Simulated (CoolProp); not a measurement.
Aqueous potassium formate as a coolant, at 9 °C, 1 atm.

The numbers come from the Melinder's fits for secondary coolants in CoolProp.

```json
[
 {"mass %": "5.9", "freezing point (°C)": "-2.7", "Prandtl number": "10.3", "viscosity (mPa s)": "[?]", "density (kg/m³)": "1038", "cp (kJ/(kg K))": "3.963"},
 {"mass %": "9.6", "freezing point (°C)": "-4.7", "Prandtl number": "10.4", "viscosity (mPa s)": "1.53", "density (kg/m³)": "[?]", "cp (kJ/(kg K))": "[?]"},
 {"mass %": "13.2", "freezing point (°C)": "-6.8", "Prandtl number": "10.6", "viscosity (mPa s)": "1.60", "density (kg/m³)": "1082", "cp (kJ/(kg K))": "3.687"},
 {"mass %": "16.9", "freezing point (°C)": "-9.3", "Prandtl number": "10.8", "viscosity (mPa s)": "1.68", "density (kg/m³)": "1105", "cp (kJ/(kg K))": "3.553"},
 {"mass %": "20.5", "freezing point (°C)": "-12.0", "Prandtl number": "11.2", "viscosity (mPa s)": "1.78", "density (kg/m³)": "1129", "cp (kJ/(kg K))": "3.427"},
 {"mass %": "24.2", "freezing point (°C)": "-15.2", "Prandtl number": "11.7", "viscosity (mPa s)": "1.90", "density (kg/m³)": "1154", "cp (kJ/(kg K))": "3.304"},
 {"mass %": "27.8", "freezing point (°C)": "-18.7", "Prandtl number": "12.2", "viscosity (mPa s)": "[?]", "density (kg/m³)": "1178", "cp (kJ/(kg K))": "3.190"},
 {"mass %": "31.4", "freezing point (°C)": "-22.8", "Prandtl number": "12.7", "viscosity (mPa s)": "[?]", "density (kg/m³)": "1204", "cp (kJ/(kg K))": "3.083"},
 {"mass %": "35.1", "freezing point (°C)": "-27.6", "Prandtl number": "13.3", "viscosity (mPa s)": "2.31", "density (kg/m³)": "1230", "cp (kJ/(kg K))": "2.982"}
]
```

What belongs in the gaps?


- 5.9, viscosity (mPa s): 1.48
- 9.6, density (kg/m³): 1060
- 9.6, cp (kJ/(kg K)): 3.821
- 27.8, viscosity (mPa s): 2.03
- 31.4, viscosity (mPa s): 2.16
